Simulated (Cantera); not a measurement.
**Thermodynamics of aluminium and copper etching, feed Al + HCl + H2**

A closed system holds: 1 mol Al, 1.7 mol HCl, 12 mol H2, at 1400 K.

Equilibrium computed with Cantera from the NASA thermochemical tables; the gas is ideal and each condensed phase is pure. Candidate condensed phases: Al, AlCl3; 12 gas species. The tables' values for AlCl2 are old estimates; treat these amounts as uncertain. Rates play no part.

From 1.00e-5 bar to 1.00 bar nothing is condensed. The main Al-bearing gas is AlCl throughout.

| P (Pa) | x H2 | x AlCl | x HCl | x AlCl3 | x AlCl2 |
|---|---|---|---|---|---|
| 1 | 0.881 | 0.0687 | 0.0472 | 0.000329 | 0.00139 |
| 3.60 | 0.884 | 0.0671 | 0.0448 | 0.00104 | 0.00245 |
| 13 | 0.889 | 0.0640 | 0.0399 | 0.00282 | 0.00394 |
| 46 | 0.897 | 0.0595 | 0.0322 | 0.00599 | 0.00553 |
| 170 | 0.906 | 0.0544 | 0.0229 | 0.0101 | 0.00687 |
| 600 | 0.913 | 0.0502 | 0.0149 | 0.0138 | 0.00771 |
| 2200 | 0.919 | 0.0470 | 0.00883 | 0.0166 | 0.00820 |
| 7700 | 0.923 | 0.0451 | 0.00508 | 0.0184 | 0.00845 |
| 28000 | 0.925 | 0.0440 | 0.00279 | 0.0195 | 0.00859 |
| 100000 | 0.926 | 0.0433 | 0.00151 | 0.0202 | 0.00866 |
x: gas mole fraction; nothing condenses.
